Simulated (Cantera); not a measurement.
An isothermal, constant-pressure homogeneous reactor starts with H₂ : O₂ = 0.15 : 1 (molar parts), at 1248 K and 1.43 Torr.

Detailed kinetics in Cantera: the H2/O2 subset of GRI-Mech 3.0, which has no nitrogen chemistry. Radical loss at walls, strong at low pressure, is not modelled. The temperature is held fixed by assumption; the heat of reaction is taken as removed at once.

x: mole fraction; the columns are a selection and need not sum to one.

```
t (s)        x H₂   x O₂      x OH       x O     x H₂O       x H    x H₂O₂
--------  -------  -----  --------  --------  --------  --------  --------
0.000200    0.130  0.870   1.71e-9   2.00e-9  7.67e-10   5.87e-9  1.60e-12
0.000452    0.130  0.870         ?         ?         ?         ?  8.16e-12
0.00102     0.130  0.870   3.40e-8   4.95e-8   6.91e-8   5.59e-8  4.14e-11
0.00231     0.130  0.870   5.30e-7   7.96e-7   1.53e-6   8.12e-7  2.10e-10
0.00521     0.130  0.869  0.000188  0.000284  0.000571  0.000288   1.12e-9
0.0118    0.00623  0.784   0.00961    0.0620     0.101    0.0378   3.36e-8
0.0266    0.00445  0.781   0.00846    0.0663     0.104    0.0351   2.69e-8
0.0601    0.00434  0.784   0.00837    0.0641     0.106    0.0334   2.73e-8
0.136     0.00409  0.790   0.00816    0.0593     0.109    0.0299   2.82e-8
0.307     0.00356  0.802   0.00766    0.0498     0.114    0.0232   2.99e-8
0.694     0.00254  0.821   0.00656    0.0338     0.123    0.0132   3.22e-8
1.57      0.00122  0.842   0.00460    0.0155     0.132   0.00413   3.17e-8
3.54            ?  0.855         ?         ?     0.137         ?         ?
8.00      7.51e-5  0.859   0.00115  0.000929     0.139   6.08e-5   1.28e-8
```

Q: Some entries are withheld; supply them.

A: 
- 0.000452, x OH: 6.72e-9
- 0.000452, x O: 8.85e-9
- 0.000452, x H₂O: 6.92e-9
- 0.000452, x H: 1.41e-8
- 3.54, x H₂: 0.000350
- 3.54, x OH: 0.00248
- 3.54, x O: 0.00435
- 3.54, x H: 0.000615
- 3.54, x H₂O₂: 2.36e-8
